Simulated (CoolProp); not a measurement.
Vapour-liquid equilibrium of R227EA (1) + isobutene (2) at 46.45 °C; x and y are mole fractions of (1).

The numbers come from the multi-fluid Helmholtz-energy mixture model, Lemmon 2016 and Lemmon 2005; pair parameters Bell 2016 in CoolProp.

| x | bubble pressure, mixture model (MPa) | bubble pressure, Raoult's law (MPa) | y, mixture model | y, Raoult's law |
|---|---|---|---|---|
| 0.05 | 0.6286 | 0.5710 | 0.139 | 0.073 |
| 0.125 | 0.7089 | 0.5919 | 0.273 | 0.176 |
| 0.2 | 0.7659 | 0.6128 | 0.360 | 0.273 |
| 0.275 | 0.8072 | 0.6337 | 0.425 | 0.363 |
| 0.35 | 0.8376 | 0.6545 | 0.477 | 0.447 |
| 0.425 | 0.8604 | 0.6754 | 0.524 | 0.526 |
| 0.5 | 0.8772 | 0.6963 | 0.569 | 0.600 |
| 0.575 | 0.8887 | 0.7172 | 0.614 | 0.670 |
| 0.65 | 0.8950 | 0.7381 | 0.663 | 0.736 |
| 0.725 | 0.8956 | 0.7590 | 0.717 | 0.798 |
| 0.8 | 0.8897 | 0.7798 | 0.779 | 0.857 |
| 0.875 | 0.8764 | 0.8007 | 0.851 | 0.913 |
| 0.95 | 0.8548 | 0.8216 | 0.935 | 0.966 |

The largest gap from Raoult's law is +28.0 % in bubble pressure, at x = 0.35. y crosses x between x = 0.65 and 0.725: the model has an azeotrope there.

The pair parameters rest on a limited set of measurements; away from them the model extrapolates.
